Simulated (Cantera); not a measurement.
An adiabatic, constant-volume homogeneous reactor starts with 6.28 % C3H8, 19.6 % O2, 74.1 % N2, equivalence ratio 1.6, at 1075 K and 980000 Pa.

Detailed kinetics in Cantera: GRI-Mech 3.0 (53 species, 325 reactions). GRI-Mech 3.0 was tuned for natural gas; its chemistry of propane as a main component is partial and can be far from experiment.

x: mole fraction; the columns are a selection and need not sum to one.

```csv
t (s),T (K),P (bar),x C3H8,x O2,x HCN,x H2O,x NO2,x CH2,x C2H4
8.00e-6,1075,9.80,0.0628,0.196,<1e-12,1.52e-9,<1e-12,<1e-12,8.43e-8
1.50e-5,1075,9.80,0.0628,0.196,<1e-12,5.66e-9,<1e-12,<1e-12,1.83e-7
2.81e-5,1075,9.80,0.0628,0.196,<1e-12,2.27e-8,<1e-12,<1e-12,4.27e-7
5.28e-5,1075,9.80,0.0628,0.196,<1e-12,[?],<1e-12,<1e-12,[?]
9.90e-5,1075,9.80,0.0628,0.196,<1e-12,4.47e-7,<1e-12,<1e-12,3.34e-6
0.000186,1075,9.80,0.0628,0.196,<1e-12,1.93e-6,<1e-12,<1e-12,1.08e-5
0.000348,1075,9.80,0.0628,0.196,<1e-12,6.64e-6,<1e-12,<1e-12,3.21e-5
0.000653,1075,9.80,0.0627,0.196,<1e-12,[?],<1e-12,<1e-12,[?]
0.00122,1075,9.80,0.0626,0.196,<1e-12,4.18e-5,<1e-12,<1e-12,0.000175
0.00230,1075,9.80,0.0624,0.196,<1e-12,9.30e-5,<1e-12,<1e-12,0.000367
0.00431,1075,9.81,0.0620,0.196,<1e-12,0.000212,<1e-12,<1e-12,0.000777
0.00808,1075,9.82,0.0609,0.195,<1e-12,0.000556,<1e-12,<1e-12,0.00177
0.0152,1082,9.92,0.0566,0.193,<1e-12,0.00254,<1e-12,2.61e-12,0.00579
0.0284,2869,31.0,<1e-12,8.90e-5,9.30e-7,0.135,5.42e-8,4.43e-11,<1e-12
0.0533,2869,31.0,<1e-12,8.90e-5,9.30e-7,0.135,5.42e-8,4.43e-11,<1e-12
0.100,2869,31.0,<1e-12,8.90e-5,9.30e-7,0.135,5.42e-8,4.43e-11,<1e-12
```

Q: Complete the blanks.

A: 
- 5.28e-5, x H2O: 9.84e-8
- 5.28e-5, x C2H4: 1.12e-6
- 0.000653, x H2O: 1.78e-5
- 0.000653, x C2H4: 7.93e-5
